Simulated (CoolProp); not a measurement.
R507A along the isotherm 375 K: density (kg/m³) from the reference equation and from simpler models built on Tc = 343.8 K, pc = 3705 kPa, ω = 0.286; each cubic takes its own stable root.

Model: reference Helmholtz-energy equation of state, Lemmon 2003, in CoolProp. It is a pseudo-pure fit of the blend.

```
p (kPa)  phase  reference  van der Waals  Soave-Redlich-Kwong
-------  -----  ---------  -------------  -------------------
232        gas      7.482          7.470                7.474
463        gas      15.20          15.15                15.16
695        gas      23.23          23.12                23.15
926        gas      31.54          31.34                31.40
1160       gas      40.30          39.98                40.06
1390       gas      49.28          48.83                48.92
1620       gas      58.66          58.05                58.14
1850       gas      68.48          67.70                67.76
```
